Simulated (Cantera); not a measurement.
Cantera run, input and output.

```python
import numpy as np
import cantera as ct

gas = ct.Solution("gri30.yaml")
gas.TPX = 1423, 18000, {'CO': 0.0013, 'O2': 0.00064, 'H2O': 0.0071, 'N2': 1}
reactor = ct.IdealGasConstPressureReactor(gas, energy="off", clone=False)
net = ct.ReactorNet([reactor])
net.rtol, net.atol = 1e-08, 1e-18
show = ['CO', 'O2', 'H2O', 'NO', 'H2O2']
times = np.geomspace(2e-05, 200, 12)

steps = ct.SolutionArray(gas, extra=["t"])
rows = []
print(f"{'t/s':>10s}{'T/K':>9s}{'P/Pa':>11s}" + "".join(f"{s:>11s}" for s in show))
for t in times:
    while net.time < t:
        t_next = net.step()
        steps.append(gas.state, t=t_next)
    rows.append([np.interp(t, steps.t, y) for y in (steps.T, steps.P, *steps(*show).X.T)])
    print(f"{t:10.3e}{rows[-1][0]:9.1f}{rows[-1][1]:11.4g}" + "".join(f"{x:11.3e}" for x in rows[-1][2:]))
rate = np.gradient(steps.T, steps.t)
print("integrator steps:", len(steps.t))
if steps.T.max() > steps.T[0] + 200:
    print(f"time of steepest temperature rise: {steps.t[rate.argmax()]:.4e} s")
gas.TPX = 1423, 18000, {'CO': 0.0013, 'O2': 0.00064, 'H2O': 0.0071, 'N2': 1}
gas.equilibrate("TP")
print(f"equilibrium (TP): T = {gas.T:.1f} K  " + "  ".join(f"{s} {gas[s].X[0]:.3e}" for s in show))
```

Output:

```
       t/s      T/K       P/Pa         CO         O2        H2O         NO       H2O2
 2.000e-05   1423.0    1.8e+04  1.288e-03  6.343e-04  7.036e-03  1.199e-20  8.487e-17
 8.658e-05   1423.0    1.8e+04  1.288e-03  6.343e-04  7.036e-03  2.252e-19  1.165e-15
 3.748e-04   1423.0    1.8e+04  1.288e-03  6.343e-04  7.036e-03  4.333e-18  8.945e-15
 1.622e-03   1423.0    1.8e+04  1.288e-03  6.343e-04  7.036e-03  8.242e-17  3.777e-14
 7.022e-03   1423.0    1.8e+04  1.288e-03  6.343e-04  7.036e-03  1.524e-15  9.436e-14
 3.040e-02   1423.0    1.8e+04  1.287e-03  6.338e-04  7.035e-03  4.168e-13  1.944e-12
 1.316e-01   1423.0    1.8e+04  1.922e-04  3.229e-04  6.435e-03  5.467e-08  3.060e-09
 5.696e-01   1423.0    1.8e+04  1.102e-04  1.827e-04  6.699e-03  2.051e-07  1.332e-09
 2.466e+00   1423.0    1.8e+04  5.529e-05  8.238e-05  6.884e-03  2.952e-07  3.495e-10
 1.067e+01   1423.0    1.8e+04  2.724e-05  3.464e-05  6.967e-03  3.461e-07  7.782e-11
 4.620e+01   1423.0    1.8e+04  1.466e-05  1.392e-05  7.002e-03  3.750e-07  1.735e-11
 2.000e+02   1423.0    1.8e+04  9.021e-06  4.797e-06  7.018e-03  3.904e-07  3.720e-12
integrator steps: 1481
equilibrium (TP): T = 1423.0 K  CO 6.547e-06  O2 4.531e-07  H2O 7.025e-03  NO 1.363e-06  H2O2 2.607e-13
```

Model: GRI-Mech 3.0 (53 species, 325 reactions), integrated in Cantera.
